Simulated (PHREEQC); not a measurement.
Dissolve 36 mmol/kgw CdCl2, 5.6 mmol/kgw NaOH and 130 mmol/kgw H2SO4 at 25 °C. It is in equilibrium with CO2 at log p = -2 (atm). Otherwise closed; pH follows from the charge balance.

Model: ion-association model, phreeqc.dat, run in PHREEQC.

Each row changes one thing in this solution. This is a speciation only: nothing precipitates in the calculation.

```json
[
 {"case": "as made", "pH": "0.91", "ionic strength (mol/kgw)": "0.234", "HSO4- (mol/kgw)": "0.0992", "Cl- (mol/kgw)": "0.0524", "SO4-2 (mol/kgw)": "0.0223", "CdCl+ (mol/kgw)": "0.0160", "SI of Otavite (CdCO3)": "-8.70"},
 {"case": "CdCl2 from 0.036 to 0.0072 mol/kgw", "pH": "0.92", "ionic strength (mol/kgw)": "0.190", "HSO4- (mol/kgw)": "0.104", "Cl- (mol/kgw)": "0.0130", "SO4-2 (mol/kgw)": "0.0225", "CdCl+ (mol/kgw)": "0.00128", "SI of Otavite (CdCO3)": "-9.18"},
 {"case": "CdCl2 from 0.036 to 0.36 mol/kgw", "pH": "0.90", "ionic strength (mol/kgw)": "[?]", "HSO4- (mol/kgw)": "0.0879", "Cl- (mol/kgw)": "0.273", "SO4-2 (mol/kgw)": "0.0251", "CdCl+ (mol/kgw)": "0.201", "SI of Otavite (CdCO3)": "-8.33"},
 {"case": "diluted 5-fold with water", "pH": "1.51", "ionic strength (mol/kgw)": "0.0587", "HSO4- (mol/kgw)": "0.0148", "Cl- (mol/kgw)": "0.0125", "SO4-2 (mol/kgw)": "0.00914", "CdCl+ (mol/kgw)": "0.00178", "SI of Otavite (CdCO3)": "-7.84"},
 {"case": "CdCl2 from 0.036 to 0.0396 mol/kgw", "pH": "0.91", "ionic strength (mol/kgw)": "0.239", "HSO4- (mol/kgw)": "[?]", "Cl- (mol/kgw)": "[?]", "SO4-2 (mol/kgw)": "0.0223", "CdCl+ (mol/kgw)": "0.0182", "SI of Otavite (CdCO3)": "-8.68"},
 {"case": "temperature from 25 to 85 °C", "pH": "0.98", "ionic strength (mol/kgw)": "0.204", "HSO4- (mol/kgw)": "0.120", "Cl- (mol/kgw)": "0.0491", "SO4-2 (mol/kgw)": "0.00715", "CdCl+ (mol/kgw)": "0.0183", "SI of Otavite (CdCO3)": "-8.81"},
 {"case": "NaOH left out", "pH": "0.90", "ionic strength (mol/kgw)": "0.233", "HSO4- (mol/kgw)": "0.100", "Cl- (mol/kgw)": "0.0523", "SO4-2 (mol/kgw)": "0.0218", "CdCl+ (mol/kgw)": "0.0161", "SI of Otavite (CdCO3)": "-8.73"},
 {"case": "H2SO4 from 0.13 to 0.117 mol/kgw", "pH": "0.95", "ionic strength (mol/kgw)": "0.218", "HSO4- (mol/kgw)": "0.0876", "Cl- (mol/kgw)": "0.0521", "SO4-2 (mol/kgw)": "0.0211", "CdCl+ (mol/kgw)": "0.0162", "SI of Otavite (CdCO3)": "-8.62"}
]
```

Complete the blanks.


- CdCl2 from 0.036 to 0.36 mol/kgw, ionic strength (mol/kgw): 0.491
- CdCl2 from 0.036 to 0.0396 mol/kgw, HSO4- (mol/kgw): 0.0988
- CdCl2 from 0.036 to 0.0396 mol/kgw, Cl- (mol/kgw): 0.0565

Species that the database lacks are ignored. Constants without temperature data keep their 25 °C values here.
